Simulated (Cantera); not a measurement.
A Cantera script and what it prints.

```python
import numpy as np
import cantera as ct

gas_names = """
    CL CLF CLF3 CL2 F F2 H HCL HF H2 H2F2 H3F3 H4F4 H5F5 H6F6 H7F7 Si SiCL SiCL2 SiCL3 SiCL4 SiF SiF2
    SiF3 SiF4 SiH SiHCL3 SiHF3 SiH2 SiH2CL2 SiH2F2 SiH3 SiH3CL SiH3F SiH4 Si2 Si3
""".split()
cond_names = """
    Si(cr) Si(L)
""".split()


# ... load() reads the species with a 1 bar reference pressure and builds the phases ...
atoms = {
    'Si': {'Si': 1},
    'F2': {'F': 2},
    'HCl': {'H': 1, 'CL': 1},
}
top_T = {}  # K; cautious upper limits of use, not melting points


# ... equilibrate(T, P, feed) seeds the gas with the atoms and calls Mixture.equilibrate('TP', solver="vcs", rtol=1e-11, max_steps=5000) ...
results = []
T = 973.15  # K
P = 18000  # Pa
for m in [1.1, 1.2, 1.4, 1.7, 2, 2.3, 2.7, 3.1, 3.6, 4.2, 4.9, 5.8]:
    feed = {'Si': 1, 'F2': m, 'HCl': 4.1}  # mol
    mix = equilibrate(T, P, feed)
    results.append((T, P, feed, dict(zip(mix.species_names, mix.species_moles))))

top = {s: max(r[3][s] / sum(r[3][g] for g in gas_names) for r in results) for s in gas_names}
cols = sorted((s for s in top if top[s] > 1e-05), key=lambda s: -top[s])[:8]
seen = [c for c in cond_names if any(r[3].get(c, 0) > 1e-12 for r in results)]
print("log10 of partial pressures in bar; condensed amounts in mol")
print(f"{'n(F2)':>10s}" + "".join(f"{s[:9]:>10s}" for s in cols + seen))
for T, P, feed, n in results:
    ng = sum(n[g] for g in gas_names)
    print(f"{feed['F2']:10.4g}" + "".join(f"{np.log10(max(n[s] / ng * P / 1e5, 1e-99)):10.3f}" for s in cols)
          + "".join(f"{n.get(c, 0):10.4g}" for c in seen))
```

Result:

```
log10 of partial pressures in bar; condensed amounts in mol
     n(F2)       HCL        HF       CLF       CL2        H2      SiF4     SiCL4         F
       1.1    -1.006    -4.073   -21.053   -11.399    -1.414    -1.628    -1.715   -19.432
       1.2    -0.980    -4.025   -20.918   -11.286    -1.476    -1.601    -1.776   -19.354
       1.4    -0.936    -3.932   -20.637   -11.053    -1.620    -1.553    -1.920   -19.189
       1.7    -0.882    -3.783   -20.105   -10.617    -1.949    -1.497    -2.247   -18.876
         2    -0.841    -3.314   -15.337    -6.277    -6.206    -1.454    -3.916   -16.277
       2.3    -0.933    -1.699    -9.354    -2.001   -10.667    -1.477   -10.766   -12.433
       2.7    -1.077    -1.362    -8.536    -1.663   -11.291    -1.508   -12.720   -11.783
       3.1    -1.258    -1.195    -8.020    -1.496   -11.822    -1.537   -14.145   -11.351
       3.6    -1.617    -1.066    -7.404    -1.367   -12.667    -1.571   -16.127   -10.799
       4.2    -6.781    -0.995    -2.131    -1.330   -23.034    -1.608   -37.105    -5.545
       4.9    -7.774    -1.035    -1.418    -1.569   -24.780    -1.648   -40.956    -4.712
       5.8    -8.733    -1.081    -1.151    -2.215   -26.053    -1.694   -44.655    -4.122
```

Cantera equilibrium calculation (NASA polynomials, part measured and part estimated; ideal gas, pure solids and liquids). The tables' values for SiCl3 are old estimates; treat these amounts as uncertain.
